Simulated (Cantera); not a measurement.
Feed: 1 mol Mg(OH)2, 0.024 mol C, 0.052 mol H2O, 0.39 mol H2, at 1798 K.

Cantera equilibrium calculation (NASA polynomials, part measured and part estimated; ideal gas, pure solids and liquids). Candidate condensed phases: C, C6H6, C7H8, C8H18, H2O, Mg, MgCO3, MgO, Mg(OH)2; 116 gas species. Equilibrium is a limit: real reactors are often held back by kinetics, nucleation or transport.

### Question
At 4.60 mbar, list the 7 most abundant gas species with their mole fractions, and the condensed phases.

### Answer
H2O 0.693, H2 0.287, CO 0.0100, CO2 0.00634, H 0.00278, OH 0.000442, Mg 5.45e-5. Condensed: MgO(s).
